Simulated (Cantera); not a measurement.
An adiabatic, constant-pressure homogeneous reactor starts with CH₄ : O₂ : N₂ = 1 : 0.87 : 3.27 (molar parts), at 1350 K and 0.640 bar. Integrator tolerance rtol = 1e-08.

Cantera simulation using GRI-Mech 3.0 (53 species, 325 reactions); the numbers are that mechanism's predictions, not measurements.

**Question.** What does this change do: N2 3.27 to 7.4 parts?

**Answer.** 
| quantity | before | after |
|---|---|---|
| time of steepest temperature rise | 13.9 ms | 30.4 ms |
| temperature at 0.200 s | 2235 K | 1916 K |
| equilibrium temperature | 2235 K | 1914 K |
| x(CH₄) at 0.200 s | 5.96e-11 (gas-phase equilibrium 6.71e-11) | 0.000346 (gas-phase equilibrium 1.14e-10) |
| x(O₂) at 0.200 s | 7.61e-7 (gas-phase equilibrium 7.62e-7) | 7.74e-9 (gas-phase equilibrium 7.48e-9) |
| x(O) at 0.200 s | 3.68e-6 (gas-phase equilibrium 3.68e-6) | 3.64e-8 (gas-phase equilibrium 3.64e-8) |
| x(HO₂) at 0.200 s | 5.01e-10 (gas-phase equilibrium 5.02e-10) | 3.76e-12 (gas-phase equilibrium 3.58e-12) |
| x(H₂O₂) at 0.200 s | 2.71e-10 (gas-phase equilibrium 2.71e-10) | 6.07e-12 (gas-phase equilibrium 5.87e-12) |
